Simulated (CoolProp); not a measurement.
Vapour pressure (MPa) of fluorine: the reference equation beside estimates from Tc = 144.4 K, pc = 5.240 MPa, ω = 0.045. Clausius-Clapeyron is anchored at 102.8 K with a constant enthalpy of vaporisation of 5.884 kJ/mol.

Values from CoolProp's reference Helmholtz-energy equation of state, de Reuck 1990.

```
T (K)  reference  Clausius-Clapeyron  van der Waals  Redlich-Kwong
-----  ---------  ------------------  -------------  -------------
89.5      0.1644              0.1915         0.5473         0.1495
91.7         ___              0.2315         0.6265            ___
93.9      0.2523              0.2774         0.7130         0.2379
96.1      0.3077                 ___         0.8071         0.2944
98.3         ___              0.3887         0.9092         0.3601
100.6     0.4486              0.4582          1.025         0.4397
102.8     0.5327              0.5327          1.144         0.5270
105       0.6278              0.6153            ___         0.6261
107.2     0.7347              0.7066            ___         0.7377
109.4     0.8542              0.8070          1.553         0.8628
111.6     0.9872                 ___          1.708          1.002
113.9      1.142               1.042          1.880          1.164
116.1        ___               1.172          2.055          1.334
```

**Question.** Complete the blanks.

**Answer.** 
- 91.7, reference: 0.2048
- 91.7, Redlich-Kwong: 0.1899
- 96.1, Clausius-Clapeyron: 0.3296
- 98.3, reference: 0.3717
- 105, van der Waals: 1.271
- 107.2, van der Waals: 1.408
- 111.6, Clausius-Clapeyron: 0.9167
- 116.1, reference: 1.305

Absolute difference from the reference over all 13 rows, mean and median: Clausius-Clapeyron 7.0 and 7.1 %, van der Waals 126.4 and 114.8 %, Redlich-Kwong 3.1 and 2.0 %.
